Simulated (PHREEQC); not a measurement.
A solution holds 0.0076 mol NiSO4, 0.00082 mol CaCl2 and 5.7e-05 mol HCl per kg of water, at 25 °C. Closed to the air; pH follows from the charge balance.

All values are PHREEQC results (ion-association model, wateq4f.dat), not measurements.

### Question
The ionic strength comes out as 0.0246 mol/kgw. What activity coefficients do SO4-2, HSO4-, NiCl+, Ca+2, Cl- get?

### Answer
SO4-2 0.56, HSO4- 0.86, NiCl+ 0.86, Ca+2 0.56, Cl- 0.86.

Precipitation was switched off in this run. Complexes and solids missing from the database can't appear.
